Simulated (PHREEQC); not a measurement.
PHREEQC input (Pitzer model, pitzer.dat):

```
SOLUTION 1
  temp 25
  units mol/kgw
  pH 7 charge
  Cl 3.72
  Ca 1.7
  K 0.32
SOLUTION 2
  temp 25
  units mol/kgw
  pH 7 charge
  S(6) 0.0086
  Mn 0.0086
  Cl 0.02008
  Ca 0.00054
END
SELECTED_OUTPUT 1
  -reset false
  -pH true
  -pe true
  -ionic_strength true
  -water true
  -totals Ca Cl K Mn S
  -molalities H+ K+ Ca+2 Mn+2 Cl- SO4-2 OH- HSO4-
  -equilibrium_phases Arcanite Gypsum Anhydrite Misenite Portlandite Sylvite Syngenite
PRINT
  -reset false
MIX 1
  1 1
  2 0
EQUILIBRIUM_PHASES 1
  Arcanite 0 0
  Gypsum 0 0
  Anhydrite 0 0
  Misenite 0 0
  Portlandite 0 0
  Sylvite 0 0
  Syngenite 0 0
END
# ... the last block is repeated for the other 10 points of share of solution B
```

Selected output (columns that matter, 9 of 11 rows; share of solution B added in front):

```
share of solution B	pH	mu	Ca	Cl	K	Mn	S	m_H+	m_K+	m_Ca+2	m_Mn+2	m_Cl-	m_SO4-2	m_OH-
0	6.0886	5.42	1.7	3.72	0.32	0	0	2.7393e-07	0.32	1.7	0	3.72	0	2.7393e-07
0.1	2.3204	4.8835	1.5301	3.35	0.288	0.00086	0.00086	0.0018973	0.288	1.5301	0.00086	3.35	0.00085735	3.8354e-11
0.2	2.0917	4.347	1.3601	2.98	0.256	0.00172	0.00172	0.0037883	0.256	1.3601	0.00172	2.98	0.0017083	1.8552e-11
0.4	1.9323	3.2739	1.0202	2.24	0.192	0.00344	0.00344	0.0075427	0.192	1.0202	0.00344	2.24	0.0033827	8.5121e-12
0.5	1.904	2.7373	0.85027	1.87	0.16	0.0043	0.0043	0.0093997	0.16	0.85027	0.0043	1.87	0.0041997	6.4195e-12
0.6	1.8913	2.2007	0.68032	1.5	0.128	0.00516	0.00516	0.011235	0.128	0.68032	0.00516	1.5	0.0049953	4.9551e-12
0.8	1.8893	1.1272	0.34043	0.76006	0.064	0.00688	0.00688	0.014769	0.064	0.34043	0.00688	0.76006	0.0064487	2.8876e-12
0.9	1.8905	0.58995	0.17049	0.39007	0.032	0.00774	0.00774	0.016313	0.032	0.17049	0.00774	0.39007	0.0069533	2.0199e-12
1	1.8784	0.048871	0.00054	0.02008	0	0.0086	0.0086	0.015926	0	0.00054	0.0086	0.02008	0.0055255	9.7766e-13
```

In brines, pH and single-ion activities rest on the MacInnes convention.
